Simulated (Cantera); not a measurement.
Thermodynamics of roasting and sulfation, feed MgCO₃ + SO₃ + O₂

Input: 1 mol MgCO₃, 0.15 mol SO₃, 5.2 mol O₂, equilibrated at 5.20 bar.

Method: chemical equilibrium by Gibbs-energy minimisation in Cantera with the NASA 1993 tables (ideal gas, pure condensed phases). Candidate condensed phases: C, Mg, MgCO₃, MgO, MgS, MgSO₄, S; 26 gas species. Mutual solubility and eutectic melting of coexisting phases are not modelled. Equilibrium is a limit: real reactors are often held back by kinetics, nucleation or transport.

```csv
T (K),log p O₂,log p CO₂,log p SO₂,log p SO₃,log p O,n MgO(s),n MgSO₄(s)
723,0.64,-0.08,<-11,-10.91,<-11,0.850,0.150
823,0.64,-0.08,-10.11,-8.43,<-11,0.850,0.150
923,0.64,-0.08,-7.51,-6.51,-10.58,0.850,0.150
1023,0.64,-0.08,-5.43,-4.97,-9.19,0.850,0.150
1123,0.64,-0.08,-3.73,-3.71,-8.04,0.850,0.150
1223,0.64,-0.08,-2.33,-2.68,-7.07,0.858,0.142
1323,0.63,-0.09,-1.14,-1.81,-6.26,0.957,0.0428
1423,0.63,-0.09,-0.96,-1.90,-5.56,1.00,0
1523,0.63,-0.09,-0.94,-2.11,-4.94,1.00,0
1623,0.63,-0.09,-0.93,-2.30,-4.41,1.00,0
1723,0.63,-0.09,-0.93,-2.47,-3.93,1.00,0
```
log p: log10 of the partial pressure in bar; n: condensed amount in mol.

From 723 K to 1323 K the condensed part is MgO(s) + MgSO₄(s). From 1423 K to 1723 K the condensed part is MgO(s).
